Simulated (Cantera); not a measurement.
## Catalytic stagnation flow on Pt

A jet of 1.25 % H₂, 8.67 % O₂, 90.1 % N₂ at 300 K and 2800 Pa hits a platinum plate 7.3 cm away at a mass flux of 0.029 kg/m²/s; the plate temperature is set and raised in steps from an oxygen-covered start.

Computed with Cantera and Deutschmann's 1995 Pt surface mechanism with GRI-Mech 3.0 gas chemistry. Catalytic surfaces can have several steady states; this one follows from the mechanism file's or the stated starting coverage.

| plate T (K) | wall x H₂ | wall x O₂ | wall x H₂O | wall x OH | θ free Pt | θ O* | θ OH* |
|---|---|---|---|---|---|---|---|
| 700 | 0.00191 | 0.0754 | 0.0204 | <1e-8 | 0.0661 | 0.933 | 0.00118 |
| 750 | 0.00141 | 0.0748 | 0.0212 | <1e-8 | 0.0977 | 0.901 | 0.00104 |
| 800 | 0.000995 | 0.0744 | 0.0219 | <1e-8 | 0.149 | 0.850 | 0.000950 |
| 850 | 0.000740 | 0.0742 | 0.0223 | 1.48e-8 | 0.212 | 0.787 | 0.000854 |
| 900 | 0.000582 | 0.0740 | 0.0225 | 4.63e-8 | 0.282 | 0.717 | 0.000753 |
| 950 | 0.000481 | 0.0740 | 0.0226 | 1.28e-7 | 0.355 | 0.644 | 0.000655 |
x: mole fraction at the wall; θ: surface coverage.
